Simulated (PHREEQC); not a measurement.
# Acid rinse or clean: an equilibrium model

Solution (25 °C): 0.024 mol/kgw HCl, 0.072 mol/kgw ZnSO4 and 0.00012 mol/kgw MnSO4. It is in equilibrium with CO2 at log p = 0 (atm). Otherwise closed; pH follows from the charge balance.

Model: ion-association model, phreeqc.dat, run in PHREEQC.

This is a speciation only: nothing precipitates in the calculation.

Problem. What pH, ionic strength does the model give?

Solution. pH 1.98; ionic strength 0.171 mol/kgw.

Problem. In which forms is Mn present?

Solution. Mn+2 66 %, MnSO4 32 %, MnCl+ 2.1 % of the Mn.
